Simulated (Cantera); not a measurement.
An adiabatic, constant-pressure homogeneous reactor starts with CO : H₂ : CH₄ : O₂ : N₂ = 1 : 0.34 : 0.086 : 0.561 : 2.11 (molar parts), equivalence ratio 1.5, at 1148 K and 5.00 bar. Integrator tolerance rtol = 1e-08.

Detailed kinetics in Cantera: GRI-Mech 3.0 (53 species, 325 reactions).

Problem. What does this change do: N2 2.11 to 5.2 parts?

Solution. 
| quantity | before | after |
|---|---|---|
| time of steepest temperature rise | 0.124 ms | 0.257 ms |
| temperature at 4.00 s | 2781 K | 2220 K |
| equilibrium temperature | 2781 K | 2220 K |
| x(CO) at 4.00 s | 0.147 (gas-phase equilibrium 0.147) | 0.0726 (gas-phase equilibrium 0.0726) |
| x(H₂) at 4.00 s | 0.0170 (gas-phase equilibrium 0.0170) | 0.0101 (gas-phase equilibrium 0.0101) |
| x(CH₄) at 4.00 s | <1e-12 (gas-phase equilibrium <1e-12) | <1e-12 (gas-phase equilibrium <1e-12) |
| x(CO₂) at 4.00 s | 0.142 (gas-phase equilibrium 0.142) | 0.0871 (gas-phase equilibrium 0.0871) |
| x(O₂) at 4.00 s | 0.00368 (gas-phase equilibrium 0.00368) | 1.39e-5 (gas-phase equilibrium 1.39e-5) |
| x(C₂H₂) at 4.00 s | <1e-12 (gas-phase equilibrium <1e-12) | <1e-12 (gas-phase equilibrium <1e-12) |
| x(C₂H₄) at 4.00 s | <1e-12 (gas-phase equilibrium <1e-12) | <1e-12 (gas-phase equilibrium <1e-12) |

Problem. What does this change do: pressure from 5.00 bar to 0.560 bar?

Solution. 
```csv
quantity,before,after
time of steepest temperature rise,0.124 ms,0.303 ms
temperature at 4.00 s,2781 K,2648 K
equilibrium temperature,2781 K,2648 K
x(CO) at 4.00 s,0.147 (gas-phase equilibrium 0.147),0.154 (gas-phase equilibrium 0.154)
x(H₂) at 4.00 s,0.0170 (gas-phase equilibrium 0.0170),0.0189 (gas-phase equilibrium 0.0189)
x(CH₄) at 4.00 s,<1e-12 (gas-phase equilibrium <1e-12),<1e-12 (gas-phase equilibrium <1e-12)
x(CO₂) at 4.00 s,0.142 (gas-phase equilibrium 0.142),0.131 (gas-phase equilibrium 0.131)
x(O₂) at 4.00 s,0.00368 (gas-phase equilibrium 0.00368),0.00780 (gas-phase equilibrium 0.00780)
x(C₂H₂) at 4.00 s,<1e-12 (gas-phase equilibrium <1e-12),<1e-12 (gas-phase equilibrium <1e-12)
x(C₂H₄) at 4.00 s,<1e-12 (gas-phase equilibrium <1e-12),<1e-12 (gas-phase equilibrium <1e-12)
```
